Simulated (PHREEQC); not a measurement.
Dissolve 0.00095 mol/kgw K2SO4 at 25 °C. Closed to the air; pH follows from the charge balance.

Model: ion-association model, phreeqc.dat, run in PHREEQC.

No solid was allowed to form.

Problem. What specific conductance does the model give?

Solution. specific conductance 273 µS/cm.

Problem. In which forms is S present?

Solution. SO4-2 99 %, KSO4- 1.0 % of the S.
